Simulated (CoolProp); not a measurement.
The fluid at 289.88 K and 1.3 MPa flows at 0.64 m/s in a round tube of 50 mm bore and 15 µm roughness, fully developed (64/Re and Nu = 3.66 if laminar; Colebrook and Gnielinski if turbulent). The same conditions are run with several fluids, on thermodynamics alone (safety and materials aside).

Values from CoolProp's reference Helmholtz-energy equation of state of each fluid (R236FA: Pan 2012; ammonia: Gao 2020; methanol: de Reuck 1993; m-xylene: Zhou 2012; propane: Lemmon 2009).

Question: Rank R236FA, ammonia, methanol, m-xylene, propane by Reynolds number, highest first.

Answer: propane (152000), R236FA (138000), ammonia (137000), m-xylene (42800), methanol (41100)

```tsv
fluid	Darcy friction factor	pressure drop (Pa/m)	heat-transfer coefficient (W/(m² K))	mass flow (kg/h)
R236FA	0.0186	106	1130	6300
ammonia	0.0186	46.9	3800	2780
methanol	0.0228	74.2	1190	3600
m-xylene	0.0226	80.3	837	3930
propane	0.0183	38.0	1200	2290
```

Transport values come from each fluid's own correlations; those of R236FA are estimates that may be off by 10 % or more.
